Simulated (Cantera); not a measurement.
Input (Python, Cantera) and output of one run.

```python
import numpy as np
import cantera as ct

gas_names = """
    CL CL2 H HCL H2 N NH NH2 NH3 N2 N2H2 N2H4 Si SiCL SiCL2 SiCL3 SiCL4 SiH SiHCL3 SiH2 SiH2CL2 SiH3
    SiH3CL SiH4 SiN Si2 Si2N Si3
""".split()
cond_names = """
    NH4CL(a) NH4CL(b) Si(cr) Si(L) Si3N4(a)
""".split()


# ... load() reads the species with a 1 bar reference pressure and builds the phases ...
atoms = {
    'Si2Cl6': {'Si': 2, 'CL': 6},
    'NH3': {'N': 1, 'H': 3},
    'N2': {'N': 2},
}
top_T = {'Si3N4(a)': 2400}  # K; cautious upper limits of use, not melting points


# ... equilibrate(T, P, feed) seeds the gas with the atoms and calls Mixture.equilibrate('TP', solver="vcs", rtol=1e-11, max_steps=5000) ...
results = []
feed = {'Si2Cl6': 1, 'NH3': 2.7, 'N2': 96}  # mol
for P in [5, 13, 36, 98, 260, 710, 1900, 5100, 14000, 37000, 100000]:
    for T in [823, 923, 1023, 1123, 1223, 1323, 1423, 1523, 1623]:
        mix = equilibrate(T, P, feed)
        results.append((T, P, feed, dict(zip(mix.species_names, mix.species_moles))))

for T, P, feed, n in results:
    print(f"{T:7g} {P:10.4g}  " + (" + ".join(c for c in cond_names if n.get(c, 0) > 1e-12) or "gas only"))
```

It prints:

```
    823          5  Si3N4(a)
    923          5  Si3N4(a)
   1023          5  Si3N4(a)
   1123          5  Si3N4(a)
   1223          5  Si3N4(a)
   1323          5  Si3N4(a)
   1423          5  Si3N4(a)
   1523          5  gas only
   1623          5  gas only
    823         13  Si3N4(a)
    923         13  Si3N4(a)
   1023         13  Si3N4(a)
   1123         13  Si3N4(a)
   1223         13  Si3N4(a)
   1323         13  Si3N4(a)
   1423         13  Si3N4(a)
   1523         13  gas only
   1623         13  gas only
    823         36  Si3N4(a)
    923         36  Si3N4(a)
   1023         36  Si3N4(a)
   1123         36  Si3N4(a)
   1223         36  Si3N4(a)
   1323         36  Si3N4(a)
   1423         36  Si3N4(a)
   1523         36  Si3N4(a)
   1623         36  gas only
    823         98  Si3N4(a)
    923         98  Si3N4(a)
   1023         98  Si3N4(a)
   1123         98  Si3N4(a)
   1223         98  Si3N4(a)
   1323         98  Si3N4(a)
   1423         98  Si3N4(a)
   1523         98  Si3N4(a)
   1623         98  gas only
    823        260  Si3N4(a)
    923        260  Si3N4(a)
   1023        260  Si3N4(a)
   1123        260  Si3N4(a)
   1223        260  Si3N4(a)
   1323        260  Si3N4(a)
   1423        260  Si3N4(a)
   1523        260  Si3N4(a)
   1623        260  Si3N4(a)
    823        710  Si3N4(a)
    923        710  Si3N4(a)
   1023        710  Si3N4(a)
   1123        710  Si3N4(a)
   1223        710  Si3N4(a)
   1323        710  Si3N4(a)
   1423        710  Si3N4(a)
   1523        710  Si3N4(a)
   1623        710  Si3N4(a)
    823       1900  Si3N4(a)
    923       1900  Si3N4(a)
   1023       1900  Si3N4(a)
   1123       1900  Si3N4(a)
   1223       1900  Si3N4(a)
   1323       1900  Si3N4(a)
   1423       1900  Si3N4(a)
   1523       1900  Si3N4(a)
   1623       1900  Si3N4(a)
    823       5100  Si3N4(a)
    923       5100  Si3N4(a)
   1023       5100  Si3N4(a)
   1123       5100  Si3N4(a)
   1223       5100  Si3N4(a)
   1323       5100  Si3N4(a)
   1423       5100  Si3N4(a)
   1523       5100  Si3N4(a)
   1623       5100  Si3N4(a)
    823    1.4e+04  Si3N4(a)
    923    1.4e+04  Si3N4(a)
   1023    1.4e+04  Si3N4(a)
   1123    1.4e+04  Si3N4(a)
   1223    1.4e+04  Si3N4(a)
   1323    1.4e+04  Si3N4(a)
   1423    1.4e+04  Si3N4(a)
   1523    1.4e+04  Si3N4(a)
   1623    1.4e+04  Si3N4(a)
    823    3.7e+04  Si3N4(a)
    923    3.7e+04  Si3N4(a)
   1023    3.7e+04  Si3N4(a)
   1123    3.7e+04  Si3N4(a)
   1223    3.7e+04  Si3N4(a)
   1323    3.7e+04  Si3N4(a)
   1423    3.7e+04  Si3N4(a)
   1523    3.7e+04  Si3N4(a)
   1623    3.7e+04  Si3N4(a)
    823      1e+05  Si3N4(a)
    923      1e+05  Si3N4(a)
   1023      1e+05  Si3N4(a)
   1123      1e+05  Si3N4(a)
   1223      1e+05  Si3N4(a)
   1323      1e+05  Si3N4(a)
   1423      1e+05  Si3N4(a)
   1523      1e+05  Si3N4(a)
   1623      1e+05  Si3N4(a)
```

Equilibrium computed with Cantera from the NASA thermochemical tables; the gas is ideal and each condensed phase is pure. The feed counts by its element totals alone. The tables' values for SiCl3 are old estimates.
